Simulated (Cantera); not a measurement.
Mixture: 1.92 % C₃H₈, 19.2 % O₂, 72.3 % N₂, 6.54 % CO₂, equivalence ratio 0.50, at 26.6 atm, adiabatic and at constant volume. Ignition delay is the time to a rise of 400 K.

Cantera simulation using GRI-Mech 3.0 (53 species, 325 reactions); the numbers are that mechanism's predictions, not measurements. GRI-Mech 3.0 was tuned for natural gas; its chemistry of propane as a main component is partial and can be far from experiment. The pressure lies above the range GRI-Mech 3.0 was tuned for (to about 10 atm).

### Question
Predict: delay at 1050 K; delay at 1125 K; delay at 1200 K; delay at 1275 K; delay at 1350 K; delay at 1425 K; delay at 1500 K; apparent activation energy between 1350 and 1500 K.

### Answer
```json
{
 "delay at 1050 K": "9.15 ms",
 "delay at 1125 K": "2.44 ms",
 "delay at 1200 K": "0.705 ms",
 "delay at 1275 K": "0.218 ms",
 "delay at 1350 K": "73.2 µs",
 "delay at 1425 K": "27.4 µs",
 "delay at 1500 K": "11.6 µs",
 "apparent activation energy between 1350 and 1500 K": "210 kJ/mol"
}
```
